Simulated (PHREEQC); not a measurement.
# Leach liquor: speciation

Make-up at 25 °C: 0.3 mol/kgw HCl, 0.0056 mol/kgw MnSO4 and 0.0048 mol/kgw MgSO4. Closed to the air; pH follows from the charge balance.

The numbers come from PHREEQC with the ion-association model, wateq4f.dat.

Each row changes one thing in this solution. No solid was allowed to form.

```
case                                             pH  HSO4- (mol/kgw)  SO4-2 (mol/kgw)
---------------------------------------------  ----  ---------------  ---------------
as made                                        0.64          0.00908          0.00117
temperature from 25 to 20 °C                   0.64          0.00898              [?]
diluted 2-fold with water                      0.93              [?]              [?]
MgSO4 replaced by K2SO4 at the same molality   0.64          0.00915          0.00117
MnSO4 replaced by Cs2SO4 at the same molality  0.64              [?]          0.00117
```

Task: Complete the blanks.

Result: 
- temperature from 25 to 20 °C, SO4-2 (mol/kgw): 0.00128
- diluted 2-fold with water, HSO4- (mol/kgw): 0.00424
- diluted 2-fold with water, SO4-2 (mol/kgw): 0.000872
- MnSO4 replaced by Cs2SO4 at the same molality, HSO4- (mol/kgw): 0.00913

Species that the database lacks are ignored.
